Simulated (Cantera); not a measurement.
A perfectly stirred reactor is fed with 3.28 % CH4, 0.885 % C2H6, 20.1 % O2, 75.7 % N2, at 0.340 bar; it is adiabatic with a 325 K inlet, and is followed from long to short residence time, starting on the burning branch (τ in s: 0.052, 0.024, 0.011, 0.0053, 0.0025, 0.0012, 0.00054, 0.00025, 0.00012, 5.5e-05, 2.6e-05, 1.2e-05, 5.6e-06).

Model: GRI-Mech 3.0 (53 species, 325 reactions), integrated in Cantera.

x: mole fraction; the columns are a selection and need not sum to one.

```
τ (s)    T (K)     x CH4   x C2H6   x O2     x C2H  x CH2CO     x HCN    x HCO
-------  -----  --------  -------  -----  --------  -------  --------  -------
0.052     1450   4.18e-5  2.89e-6  0.104  8.02e-11  2.86e-6  9.00e-10  8.27e-8
0.024     1438   7.04e-5  4.77e-6  0.105  8.80e-11  3.72e-6   1.52e-9  1.84e-7
0.011     1420  0.000124  8.19e-6  0.105  8.78e-11  4.80e-6   2.79e-9  4.06e-7
0.0053    1392  0.000227  1.46e-5  0.107  8.17e-11  6.29e-6   5.08e-9  8.47e-7
0.0025    1340         ?        ?  0.110  7.38e-11        ?         ?        ?
0.0012     325    0.0328  0.00885  0.201    <1e-12   <1e-12    <1e-12   <1e-12
0.00054    325    0.0328  0.00885  0.201    <1e-12   <1e-12    <1e-12   <1e-12
0.00025    325    0.0328  0.00885  0.201    <1e-12   <1e-12    <1e-12   <1e-12
0.00012    325    0.0328  0.00885  0.201    <1e-12   <1e-12    <1e-12   <1e-12
5.5e-5     325    0.0328  0.00885  0.201    <1e-12   <1e-12    <1e-12   <1e-12
2.6e-5     325    0.0328  0.00885  0.201    <1e-12   <1e-12    <1e-12   <1e-12
1.2e-5     325    0.0328  0.00885  0.201    <1e-12   <1e-12    <1e-12   <1e-12
5.6e-6     325    0.0328  0.00885  0.201    <1e-12   <1e-12    <1e-12   <1e-12
```

Question: Fill in the missing entries.

Answer: 
- 0.0025, x CH4: 0.000524
- 0.0025, x C2H6: 3.30e-5
- 0.0025, x CH2CO: 9.54e-6
- 0.0025, x HCN: 9.50e-9
- 0.0025, x HCO: 1.78e-6
